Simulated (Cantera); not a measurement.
An adiabatic, constant-pressure homogeneous reactor starts with CH₄ : O₂ : N₂ = 1 : 0.87 : 3.27 (molar parts), at 1148 K and 0.336 atm. Integrator tolerance rtol = 1e-08.

Computed with Cantera and GRI-Mech 3.0 (53 species, 325 reactions).

Question: What does this change do: pressure from 0.336 atm to 0.987 atm?

Answer: 
```json
[
 {"quantity": "temperature at 0.200 s", "before": "1154 K", "after": "2063 K"},
 {"quantity": "equilibrium temperature", "before": "2059 K", "after": "2063 K"},
 {"quantity": "x(CH₄) at 0.200 s", "before": "0.193 (gas-phase equilibrium 5.36e-11)", "after": "1.76e-5 (gas-phase equilibrium 4.52e-10)"},
 {"quantity": "x(O₂) at 0.200 s", "before": "0.168 (gas-phase equilibrium 1.36e-7)", "after": "4.78e-8 (gas-phase equilibrium 4.95e-8)"},
 {"quantity": "x(C₂H) at 0.200 s", "before": "<1e-12 (gas-phase equilibrium <1e-12)", "after": "1.19e-9 (gas-phase equilibrium <1e-12)"},
 {"quantity": "x(CO₂) at 0.200 s", "before": "8.37e-7 (gas-phase equilibrium 0.0146)", "after": "0.0145 (gas-phase equilibrium 0.0145)"},
 {"quantity": "x(NO) at 0.200 s", "before": "<1e-12 (gas-phase equilibrium 5.88e-6)", "after": "5.24e-5 (gas-phase equilibrium 3.60e-6)"},
 {"quantity": "x(CH₂CO) at 0.200 s", "before": "1.86e-7 (gas-phase equilibrium <1e-12)", "after": "1.91e-8 (gas-phase equilibrium <1e-12)"},
 {"quantity": "time of steepest temperature rise", "before": "not reached", "after": "0.158 s"}
]
```
